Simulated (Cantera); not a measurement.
Input: 1 mol Si3H8, 0.97 mol HCl, a varied amount of N2, equilibrated at 1450 K and 6.30 mbar.

These are equilibrium values from Cantera (NASA tables, ideal gas, pure condensed phases), not measurements of a reactor. Candidate condensed phases: NH4Cl, Si, Si3N4; 28 gas species. The feed counts by its element totals alone. N2 is the only nitrogen source here; it is nearly inert below about 1500 K, so the nitride shown seldom forms there in practice. Kinetics and transport are ignored.

Question: At 48 mol N2, list the 4 most abundant gas species with their mole fractions, and the condensed phases.

Answer: N2 0.902, H2 0.0787, HCl 0.0184, SiCl2 0.000278. Condensed: Si3N4(s).
